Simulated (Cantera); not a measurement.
# Adiabatic ignition

An adiabatic, constant-pressure homogeneous reactor starts with CH4 : H2 : O2 : N2 = 1 : 0.099 : 1.08 : 4.06 (molar parts), at 1148 K and 120000 Pa.

Model: GRI-Mech 3.0 (53 species, 325 reactions), integrated in Cantera.

```tsv
t (s)	T (K)	x CH4	x H2	x O2	x H2O	x C2H6	x C2H4	x H2O2
1.00e-6	1148	0.160	0.0159	0.173	8.07e-12	<1e-12	<1e-12	<1e-12
3.67e-6	1148	0.160	0.0159	0.173	9.58e-11	<1e-12	<1e-12	3.54e-12
1.35e-5	1148	0.160	0.0159	0.173	6.04e-10	<1e-12	<1e-12	4.74e-11
4.95e-5	1148	0.160	0.0159	0.173	4.41e-9	1.65e-12	<1e-12	6.20e-10
0.000182	1148	0.160	0.0159	0.173	5.15e-8	1.12e-10	2.10e-12	7.39e-9
0.000667	1148	0.160	0.0159	0.173	1.18e-6	2.02e-8	3.91e-10	7.14e-8
0.00245	1148	0.160	0.0158	0.173	7.25e-5	1.74e-5	3.96e-7	4.89e-7
0.00899	1152	0.160	0.0157	0.173	0.000688	0.000208	1.10e-5	1.14e-6
0.0330	1210	0.149	0.0170	0.165	0.0107	0.00178	0.000650	1.50e-5
0.121	2302	3.15e-11	0.150	3.29e-6	0.141	<1e-12	<1e-12	1.25e-9
0.445	2302	3.14e-11	0.150	3.30e-6	0.141	<1e-12	<1e-12	1.25e-9
1.63	2302	3.14e-11	0.150	3.30e-6	0.141	<1e-12	<1e-12	1.25e-9
6.00	2302	3.14e-11	0.150	3.30e-6	0.141	<1e-12	<1e-12	1.25e-9
```
x: mole fraction; the columns are a selection and need not sum to one.

```yaml
time_of_steepest_temperature_rise: 37.9 ms
temperature at 6.00 s: 2302 K
equilibrium_temperature: 2302 K
x(CH4) at 6.00 s: 3.14e-11 (gas-phase equilibrium 3.56e-11)
x(H2) at 6.00 s: 0.150 (gas-phase equilibrium 0.150)
x(O2) at 6.00 s: 3.30e-6 (gas-phase equilibrium 3.30e-6)
```
